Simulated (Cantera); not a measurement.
A perfectly stirred reactor is fed with NO : N2 = 1 : 0.34 (molar parts), at 10.00 Torr; it is held at 2050 K, and followed from long to short residence time.

Detailed kinetics in Cantera: GRI-Mech 3.0 (53 species, 325 reactions). Radical loss at walls, strong at low pressure, is not modelled.

Question: What does this change do: pressure from 10.00 Torr to 97.5 Torr?

Answer: 
```json
[
 {"quantity": "x(NO) at τ = 1.70 s", "before": "0.593", "after": "0.341"},
 {"quantity": "x(O) at τ = 1.70 s", "before": "0.00261", "after": "0.00125"},
 {"quantity": "x(N2) at τ = 1.70 s", "before": "0.329", "after": "0.456"},
 {"quantity": "x(N2O) at τ = 1.70 s", "before": "8.99e-5", "after": "3.98e-5"},
 {"quantity": "x(NO2) at τ = 1.70 s", "before": "6.15e-5", "after": "0.000191"},
 {"quantity": "x(NO) at τ = 21.0 ms", "before": "0.745", "after": "0.739"},
 {"quantity": "x(O) at τ = 21.0 ms", "before": "0.000326", "after": "0.000380"},
 {"quantity": "x(N2) at τ = 21.0 ms", "before": "0.254", "after": "0.257"},
 {"quantity": "x(N2O) at τ = 21.0 ms", "before": "0.000125", "after": "0.000214"},
 {"quantity": "x(NO2) at τ = 21.0 ms", "before": "7.82e-6", "after": "9.67e-5"}
]
```

Question: What does this change do: temperature 2050 to 1700 K?

Answer: 
| quantity | before | after |
|---|---|---|
| x(NO) at τ = 1.70 s | 0.593 | 0.744 |
| x(O) at τ = 1.70 s | 0.00261 | 4.94e-5 |
| x(N2) at τ = 1.70 s | 0.329 | 0.255 |
| x(N2O) at τ = 1.70 s | 8.99e-5 | 0.000160 |
| x(NO2) at τ = 1.70 s | 6.15e-5 | 3.24e-5 |
| x(NO) at τ = 21.0 ms | 0.745 | 0.746 |
| x(O) at τ = 21.0 ms | 0.000326 | 1.09e-5 |
| x(N2) at τ = 21.0 ms | 0.254 | 0.254 |
| x(N2O) at τ = 21.0 ms | 0.000125 | 1.31e-5 |
| x(NO2) at τ = 21.0 ms | 7.82e-6 | 3.30e-6 |
